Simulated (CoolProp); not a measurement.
c-C4F8 (RC318) at 293.15 K and 0.614 MPa flows at 0.057 m/s in a round tube of 20 mm bore and 1.5 µm roughness, fully developed (64/Re and Nu = 3.66 if laminar; Colebrook and Gnielinski if turbulent). Each further row changes one setting.

The numbers come from the reference Helmholtz-energy equation of state, Platzer 1990 in CoolProp. This equation is an older, rougher fit; its heat capacities, sound speeds and derivatives of the liquid may be far off and weren't checked against measurements.

```
case                Reynolds number  Darcy friction factor  pressure drop (Pa/m)  heat-transfer coefficient (W/(m² K))  mass flow (kg/h)
------------------  ---------------  ---------------------  --------------------  ------------------------------------  ----------------
as stated                      4400                 0.0389                  4.80                                   112              98.0
velocity 0.114 m/s             8810                 0.0321                  15.8                                   226               196
diameter 40 mm                 8810                 0.0320                  1.98                                   113               392
```

Viscosity comes from a separate model (Huber 2003), an estimate that may be off by 10 % or more. Thermal conductivity comes from a separate model (Huber 2003), an estimate that may be off by 10 % or more.
